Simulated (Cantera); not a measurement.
What does this Cantera script print?

```python
import numpy as np
import cantera as ct

gas_names = """
    H HO2 H2 H2O H2O2 O OH O2 O3 P PH PH3 PO PO2 P2 P4 P4O10
""".split()
cond_names = """
    H2O(s) H2O(L) P(cr) P(L) P4O10(s)
""".split()


# ... load() reads the species with a 1 bar reference pressure and builds the phases ...
atoms = {
    'PH3': {'P': 1, 'H': 3},
    'H2O': {'H': 2, 'O': 1},
    'O2': {'O': 2},
}
top_T = {'P4O10(s)': 690}  # K; cautious upper limits of use, not melting points


# ... equilibrate(T, P, feed) seeds the gas with the atoms and calls Mixture.equilibrate('TP', solver="vcs", rtol=1e-11, max_steps=5000) ...
results = []
feed = {'PH3': 1, 'H2O': 0.071, 'O2': 0.038}  # mol
P = 100000  # Pa
for T in [2048, 2123, 2198, 2273, 2348, 2423, 2498, 2573, 2648, 2723, 2798, 2873, 2948, 3023]:
    mix = equilibrate(T, P, feed)
    results.append((T, P, feed, dict(zip(mix.species_names, mix.species_moles))))

top = {s: max(r[3][s] / sum(r[3][g] for g in gas_names) for r in results) for s in gas_names}
cols = sorted((s for s in top if top[s] > 1e-05), key=lambda s: -top[s])[:5]
seen = [c for c in cond_names if any(r[3].get(c, 0) > 1e-12 for r in results)]
print("log10 of partial pressures in bar; condensed amounts in mol")
print(f"{'T/K':>10s}" + "".join(f"{s[:9]:>10s}" for s in cols + seen))
for T, P, feed, n in results:
    ng = sum(n[g] for g in gas_names)
    print(f"{T:10.4g}" + "".join(f"{np.log10(max(n[s] / ng * P / 1e5, 1e-99)):10.3f}" for s in cols)
          + "".join(f"{n.get(c, 0):10.4g}" for c in seen))
```

Output:

```
log10 of partial pressures in bar; condensed amounts in mol
       T/K        H2        P2         H        PO       H2O
      2048    -0.154    -0.645    -2.727    -1.701    -1.331
      2123    -0.153    -0.650    -2.521    -1.615    -1.377
      2198    -0.152    -0.656    -2.330    -1.543    -1.427
      2273    -0.152    -0.662    -2.151    -1.483    -1.481
      2348    -0.152    -0.669    -1.984    -1.433    -1.539
      2423    -0.153    -0.676    -1.828    -1.391    -1.599
      2498    -0.156    -0.683    -1.681    -1.358    -1.661
      2573    -0.159    -0.691    -1.544    -1.331    -1.725
      2648    -0.164    -0.699    -1.415    -1.309    -1.791
      2723    -0.171    -0.709    -1.293    -1.293    -1.858
      2798    -0.180    -0.720    -1.180    -1.280    -1.925
      2873    -0.191    -0.733    -1.074    -1.271    -1.994
      2948    -0.204    -0.748    -0.974    -1.266    -2.065
      3023    -0.221    -0.766    -0.882    -1.264    -2.136
```

Equilibrium computed with Cantera from the NASA thermochemical tables; the gas is ideal and each condensed phase is pure. Gases not in the tables: HPO2, HPO3 and P4O6.
